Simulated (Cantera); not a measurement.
A closed system holds: 1 mol Al, 0.69 mol HCl, 400 mol H2.

Points: T (K) = 750, 825, 900, 975, 1050, 1125, 1200, 1275, 1350, 1425, 1500, 1575, 1650, 1725; P (Pa) = 10, 37, 140, 520, 1900, 7200, 27000, 100000.

Cantera's Mixture.equilibrate('TP', solver="vcs", rtol=1e-11, max_steps=5000) on the NASA tables stopped like this:

```
ERROR: FAILURE its = 5001!

*******************************************************************************
CanteraError thrown by MultiPhase::equilibrate:
VCS solver failed. Return code: -1
*******************************************************************************
```

### Question
What got this run through?

### Answer
This is not unique; one that fits is The failure is numerical, not chemical. The same input converged with solver="gibbs", rtol=1e-10, max_steps=50000, and the result passed a check of the equilibrium conditions:
```
    750         10  AL(cr)
    825         10  AL(cr)
    900         10  AL(cr)
    975         10  AL(L)
   1050         10  AL(L)
   1125         10  AL(L)
   1200         10  AL(L)
   1275         10  gas only
   1350         10  gas only
   1425         10  gas only
   1500         10  gas only
   1575         10  gas only
   1650         10  gas only
   1725         10  gas only
    750         37  AL(cr)
    825         37  AL(cr)
    900         37  AL(cr)
    975         37  AL(L)
   1050         37  AL(L)
   1125         37  AL(L)
   1200         37  AL(L)
   1275         37  AL(L)
   1350         37  gas only
   1425         37  gas only
   1500         37  gas only
   1575         37  gas only
   1650         37  gas only
   1725         37  gas only
    750        140  AL(cr)
    825        140  AL(cr)
    900        140  AL(cr)
    975        140  AL(L)
   1050        140  AL(L)
   1125        140  AL(L)
   1200        140  AL(L)
   1275        140  AL(L)
   1350        140  AL(L)
   1425        140  gas only
   1500        140  gas only
   1575        140  gas only
   1650        140  gas only
   1725        140  gas only
    750        520  AL(cr)
    825        520  AL(cr)
    900        520  AL(cr)
    975        520  AL(L)
   1050        520  AL(L)
   1125        520  AL(L)
   1200        520  AL(L)
   1275        520  AL(L)
   1350        520  AL(L)
   1425        520  AL(L)
   1500        520  gas only
   1575        520  gas only
   1650        520  gas only
   1725        520  gas only
    750       1900  AL(cr)
    825       1900  AL(cr)
    900       1900  AL(cr)
    975       1900  AL(L)
   1050       1900  AL(L)
   1125       1900  AL(L)
   1200       1900  AL(L)
   1275       1900  AL(L)
   1350       1900  AL(L)
   1425       1900  AL(L)
   1500       1900  gas only
   1575       1900  gas only
   1650       1900  gas only
   1725       1900  gas only
    750       7200  AL(cr)
    825       7200  AL(cr)
    900       7200  AL(cr)
    975       7200  AL(L)
   1050       7200  AL(L)
   1125       7200  AL(L)
   1200       7200  AL(L)
   1275       7200  AL(L)
   1350       7200  AL(L)
   1425       7200  AL(L)
   1500       7200  AL(L)
   1575       7200  AL(L)
   1650       7200  gas only
   1725       7200  gas only
    750    2.7e+04  AL(cr)
    825    2.7e+04  AL(cr)
    900    2.7e+04  AL(cr)
    975    2.7e+04  AL(L)
   1050    2.7e+04  AL(L)
   1125    2.7e+04  AL(L)
   1200    2.7e+04  AL(L)
   1275    2.7e+04  AL(L)
   1350    2.7e+04  AL(L)
   1425    2.7e+04  AL(L)
   1500    2.7e+04  AL(L)
   1575    2.7e+04  AL(L)
   1650    2.7e+04  AL(L)
   1725    2.7e+04  gas only
    750      1e+05  AL(cr)
    825      1e+05  AL(cr)
    900      1e+05  AL(cr)
    975      1e+05  AL(L)
   1050      1e+05  AL(L)
   1125      1e+05  AL(L)
   1200      1e+05  AL(L)
   1275      1e+05  AL(L)
   1350      1e+05  AL(L)
   1425      1e+05  AL(L)
   1500      1e+05  AL(L)
   1575      1e+05  AL(L)
   1650      1e+05  AL(L)
   1725      1e+05  AL(L)
```

The gas is ideal and each condensed phase is pure. The tables' values for AlCl2 are old estimates.
